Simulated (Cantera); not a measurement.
Charge: 1 mol Ti, 0.12 mol CH4, held at 10.0 mbar.

Cantera equilibrium calculation (NASA polynomials, part measured and part estimated; ideal gas, pure solids and liquids). Candidate condensed phases: C, C6H6, C7H8, C8H18, Ti, TiC; 77 gas species. Mutual solubility and eutectic melting of coexisting phases are not modelled. TiC: taken at fixed stoichiometry. Condensed phases not in the tables: N, O or C dissolved in the metal. Equilibrium is a limit: real reactors are often held back by kinetics, nucleation or transport.

x: gas mole fraction; n: condensed amount in mol.

```csv
T (K),x H2,x H,x Ti,n Ti(β),n TiC(s),n Ti(l)
1548,1.000,0.000308,…,0.880,0.120,0
1598,0.999,0.000532,…,0.880,0.120,0
1648,0.999,0.000890,…,0.880,0.120,0
1698,0.999,0.00144,…,0.880,0.120,0
1748,0.998,0.00228,…,0.880,0.120,0
1798,0.996,0.00351,…,0.880,0.120,0
1848,0.995,0.00529,…,0.880,0.120,0
1898,0.992,0.00779,…,0.880,0.120,0
1948,0.988,0.0112,…,0,0.120,0.880
1998,0.983,0.0159,…,0,0.120,0.880
2048,0.976,0.0221,…,0,0.120,0.880
2098,0.966,0.0303,…,0,0.120,0.879
```

**Question.** Fill in the missing entries.

**Answer.** 
- 1548, x Ti: 3.37e-7
- 1598, x Ti: 1.03e-6
- 1648, x Ti: 2.93e-6
- 1698, x Ti: 7.83e-6
- 1748, x Ti: 1.98e-5
- 1798, x Ti: 4.73e-5
- 1848, x Ti: 0.000108
- 1898, x Ti: 0.000235
- 1948, x Ti: 0.000492
- 1998, x Ti: 0.000968
- 2048, x Ti: 0.00184
- 2098, x Ti: 0.00339
